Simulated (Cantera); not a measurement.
A Cantera script and what it prints.

```python
import numpy as np
import cantera as ct

gas_names = """
    H HO2 H2 H2O H2O2 H2S H2SO4 O OH O2 O3 S SH SO SO2 SO3 S2 S2O S8
""".split()
cond_names = """
    H2O(s) H2O(L) H2SO4(L) S(cr1) S(cr2) S(L)
""".split()


# ... load() reads the species with a 1 bar reference pressure and builds the phases ...
atoms = {
    'SO2': {'S': 1, 'O': 2},
    'H2O': {'H': 2, 'O': 1},
    'H2': {'H': 2},
}
top_T = {}  # K; cautious upper limits of use, not melting points


# ... equilibrate(T, P, feed) seeds the gas with the atoms and calls Mixture.equilibrate('TP', solver="vcs", rtol=1e-11, max_steps=5000) ...
results = []
T = 1198  # K
P = 820000  # Pa
for m in [0.53, 0.82, 1.3, 2, 3, 4.7, 7.2]:
    feed = {'SO2': 1, 'H2O': 0.12, 'H2': m}  # mol
    mix = equilibrate(T, P, feed)
    results.append((T, P, feed, dict(zip(mix.species_names, mix.species_moles))))
    x = sorted(zip(gas.X, gas.species_names), reverse=True)
    print(f"T = {T:g} K  P = {P:g} Pa  n(H2) = {m:g} mol  gas = {mix.phase_moles(0):.4g} mol")
    print("   x: " + "  ".join(f"{s} {v:.3e}" for v, s in x if v > 1e-05))
    print("   condensed (mol): " + ("  ".join(f"{mix.phase(i).name} {mix.phase_moles(i):.4g}"
          for i in range(1, mix.n_phases) if mix.phase_moles(i) > 1e-12) or "none"))
```

Result:

```
T = 1198 K  P = 820000 Pa  n(H2) = 0.53 mol  gas = 1.504 mol
   x: SO2 5.006e-01  H2O 4.003e-01  S2 5.927e-02  H2S 2.996e-02  S2O 7.766e-03  H2 1.898e-03  SO 1.524e-04  SH 3.824e-05
   condensed (mol): none
T = 1198 K  P = 820000 Pa  n(H2) = 0.82 mol  gas = 1.711 mol
   x: H2O 4.951e-01  SO2 3.679e-01  S2 7.458e-02  H2S 5.135e-02  S2O 7.910e-03  H2 2.900e-03  SO 1.384e-04  SH 5.303e-05
   condensed (mol): none
T = 1198 K  P = 820000 Pa  n(H2) = 1.3 mol  gas = 2.048 mol
   x: H2O 5.988e-01  SO2 2.148e-01  H2S 8.975e-02  S2 8.511e-02  S2O 6.672e-03  H2 4.745e-03  SO 1.093e-04  SH 7.246e-05
   condensed (mol): none
T = 1198 K  P = 820000 Pa  n(H2) = 2 mol  gas = 2.526 mol
   x: H2O 6.763e-01  H2S 1.545e-01  SO2 7.965e-02  S2 7.705e-02  H2 8.585e-03  S2O 3.771e-03  SH 9.273e-05  SO 6.492e-05
   condensed (mol): none
T = 1198 K  P = 820000 Pa  n(H2) = 3 mol  gas = 3.174 mol
   x: H2O 6.640e-01  H2S 2.832e-01  H2 3.591e-02  S2 1.479e-02  SO2 1.922e-03  S2O 1.699e-04  SH 8.309e-05
   condensed (mol): none
T = 1198 K  P = 820000 Pa  n(H2) = 4.7 mol  gas = 4.82 mol
   x: H2O 4.398e-01  H2 3.528e-01  H2S 2.073e-01  S2 8.209e-05  SH 1.940e-05
   condensed (mol): none
T = 1198 K  P = 820000 Pa  n(H2) = 7.2 mol  gas = 7.32 mol
   x: H2 5.738e-01  H2O 2.896e-01  H2S 1.366e-01  S2 1.348e-05  SH 1.003e-05
   condensed (mol): none
```

These are equilibrium values from Cantera (NASA tables, ideal gas, pure condensed phases), not measurements of a reactor. Gases not in the tables: S3 to S7.
